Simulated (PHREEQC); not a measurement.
Solution (40 °C): 0.081 mol HF, 0.0013 mol NH4HF2 and 0.026 mol H3PO4 per kg of water. Closed to the air; pH follows from the charge balance.

Computed with PHREEQC (ion-association model, wateq4f.dat).

Precipitation was switched off in this run.

### Question
Order these F species by the share of F that they hold, largest first: HF, HF2-, F-, H2F2.

### Answer
HF (78 %), H2F2 (15 %), F- (4.0 %), HF2- (2.2 %)

The pH is 1.95 and the ionic strength 0.0138 mol/kgw. wateq4f.dat counts part of the HF as a dimer, H2F2, which phreeqc.dat doesn't know; its constant is uncertain. H3PO4, which wateq4f.dat lacks, is added to it with the constant of phreeqc.dat. Constants without temperature data keep their 25 °C values here.
